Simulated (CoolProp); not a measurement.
A single-stage vapour-compression cycle with R141b: evaporating at 279.15 K (dew point), condensing at 319.15 K (bubble point), superheat 0 K, subcooling 0 K, compressor efficiency 0.7, no pressure losses. Each further row changes one setting.

Values from CoolProp's reference Helmholtz-energy equation of state, Lemmon 2006. It is a short technical equation, of lower accuracy than the large ones.

| case | cooling COP | pressure ratio | discharge temperature (K) | refrigerating effect (kJ/kg) | volumetric capacity (kJ/m³) |
|---|---|---|---|---|---|
| as stated | 4.31 | 4.40 | 338.7 | 189 | 356 |
| evaporating temperature 284.15 K | 5.10 | 3.56 | 335.5 | 192 | 441 |
| condensing temperature 314.15 K | 5.02 | ? | ? | 194 | 367 |
| subcooling 5 K | 4.44 | 4.40 | 338.7 | 194 | 367 |
| superheat 10 K | 4.32 | 4.40 | 349.5 | ? | 356 |
| compressor efficiency 0.6 | 3.69 | 4.40 | ? | 189 | 356 |

### Question
Fill in the missing entries.

### Answer

- condensing temperature 314.15 K, pressure ratio: 3.74
- condensing temperature 314.15 K, discharge temperature (K): 332.0
- superheat 10 K, refrigerating effect (kJ/kg): 196
- compressor efficiency 0.6, discharge temperature (K): 347.2
